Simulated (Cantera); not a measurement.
Input (Python, Cantera) and output of one run.

```python
import numpy as np
import cantera as ct

gas_names = [...]  # 116 gases of nasa_gas.yaml made of C, H, Mg, O
cond_names = """
    C(gr) C6H6(L) C7H8(L) C8H18(L),n-octa H2O(s) H2O(L) Mg(cr) Mg(L) MgCO3(s) MgO(s) MgO(L) MgO2H2(s)
""".split()


# ... load() reads the species with a 1 bar reference pressure and builds the phases ...
atoms = {
    'Mg(OH)2': {'Mg': 1, 'O': 2, 'H': 2},
    'H2': {'H': 2},
    'CO2': {'C': 1, 'O': 2},
}
top_T = {'C(gr)': 4500}  # K; cautious upper limits of use, not melting points


# ... equilibrate(T, P, feed) seeds the gas with the atoms and calls Mixture.equilibrate('TP', solver="vcs", rtol=1e-11, max_steps=5000) ...
results = []
feed = {'Mg(OH)2': 1, 'H2': 2.5, 'CO2': 8.8}  # mol
P = 101325  # Pa
for T in [573, 673, 773, 873, 973, 1073, 1173, 1273, 1373, 1473, 1573, 1673, 1773, 1873]:
    mix = equilibrate(T, P, feed)
    results.append((T, P, feed, dict(zip(mix.species_names, mix.species_moles))))
    x = sorted(zip(gas.X, gas.species_names), reverse=True)
    print(f"T = {T:g} K  P = {P:g} Pa  gas = {mix.phase_moles(0):.4g} mol")
    print("   x: " + "  ".join(f"{s} {v:.3e}" for v, s in x if v > 1e-06))
    print("   condensed (mol): " + ("  ".join(f"{mix.phase(i).name} {mix.phase_moles(i):.4g}"
          for i in range(1, mix.n_phases) if mix.phase_moles(i) > 1e-12) or "none"))
```

It prints:

```
T = 573 K  P = 101325 Pa  gas = 10.1 mol
   x: CO2 6.691e-01  H2O 3.055e-01  CH4 1.617e-02  H2 8.801e-03  CO 4.716e-04
   condensed (mol): C(gr) 0.8766  MgCO3(s) 1
T = 673 K  P = 101325 Pa  gas = 11.27 mol
   x: CO2 6.974e-01  H2O 2.487e-01  H2 3.140e-02  CH4 1.525e-02  CO 7.195e-03
   condensed (mol): C(gr) 0.689  MgO(s) 1
T = 773 K  P = 101325 Pa  gas = 11.81 mol
   x: CO2 6.647e-01  H2O 1.934e-01  H2 7.727e-02  CO 5.183e-02  CH4 1.281e-02
   condensed (mol): C(gr) 0.1849  MgO(s) 1
T = 873 K  P = 101325 Pa  gas = 12.28 mol
   x: CO2 6.072e-01  H2O 1.918e-01  CO 1.086e-01  H2 9.156e-02  CH4 8.522e-04
   condensed (mol): MgO(s) 1
T = 973 K  P = 101325 Pa  gas = 12.3 mol
   x: CO2 5.867e-01  H2O 2.101e-01  CO 1.288e-01  H2 7.439e-02  CH4 2.070e-05
   condensed (mol): MgO(s) 1
T = 1073 K  P = 101325 Pa  gas = 12.3 mol
   x: CO2 5.727e-01  H2O 2.241e-01  CO 1.428e-01  H2 6.049e-02
   condensed (mol): MgO(s) 1
T = 1173 K  P = 101325 Pa  gas = 12.3 mol
   x: CO2 5.623e-01  H2O 2.344e-01  CO 1.531e-01  H2 5.015e-02
   condensed (mol): MgO(s) 1
T = 1273 K  P = 101325 Pa  gas = 12.3 mol
   x: CO2 5.546e-01  H2O 2.421e-01  CO 1.608e-01  H2 4.242e-02
   condensed (mol): MgO(s) 1
T = 1373 K  P = 101325 Pa  gas = 12.3 mol
   x: CO2 5.488e-01  H2O 2.480e-01  CO 1.667e-01  H2 3.657e-02
   condensed (mol): MgO(s) 1
T = 1473 K  P = 101325 Pa  gas = 12.3 mol
   x: CO2 5.443e-01  H2O 2.525e-01  CO 1.712e-01  H2 3.208e-02  H 2.251e-06
   condensed (mol): MgO(s) 1
T = 1573 K  P = 101325 Pa  gas = 12.3 mol
   x: CO2 5.408e-01  H2O 2.560e-01  CO 1.747e-01  H2 2.858e-02  H 6.829e-06  OH 2.208e-06
   condensed (mol): MgO(s) 1
T = 1673 K  P = 101325 Pa  gas = 12.3 mol
   x: CO2 5.380e-01  H2O 2.587e-01  CO 1.774e-01  H2 2.580e-02  H 1.817e-05  OH 8.766e-06
   condensed (mol): MgO(s) 1
T = 1773 K  P = 101325 Pa  gas = 12.3 mol
   x: CO2 5.358e-01  H2O 2.609e-01  CO 1.797e-01  H2 2.357e-02  H 4.339e-05  OH 2.977e-05  MgO2H2 1.310e-06
   condensed (mol): MgO(s) 1
T = 1873 K  P = 101325 Pa  gas = 12.3 mol
   x: CO2 5.339e-01  H2O 2.627e-01  CO 1.815e-01  H2 2.175e-02  H 9.456e-05  OH 8.866e-05  MgO2H2 3.476e-06  O2 1.545e-06
   condensed (mol): MgO(s) 1
```

Cantera equilibrium calculation (NASA polynomials, part measured and part estimated; ideal gas, pure solids and liquids).
